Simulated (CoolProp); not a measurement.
Model: reference Helmholtz-energy equation of state, Lemmon 2016, in CoolProp.

Q: For R227EA, give the phase and the density (kg/m³), Joule-Thomson coefficient (K/MPa), expansivity (1/kK) at 287.6 K and 1.47 MPa; 307.3 K and 1.47 MPa.

A: 
- 287.6 K and 1.47 MPa: liquid; density 1440, Joule-Thomson coefficient -0.134, expansivity 2.71
- 307.3 K and 1.47 MPa: liquid; density 1360, Joule-Thomson coefficient 0.00931, expansivity 3.30
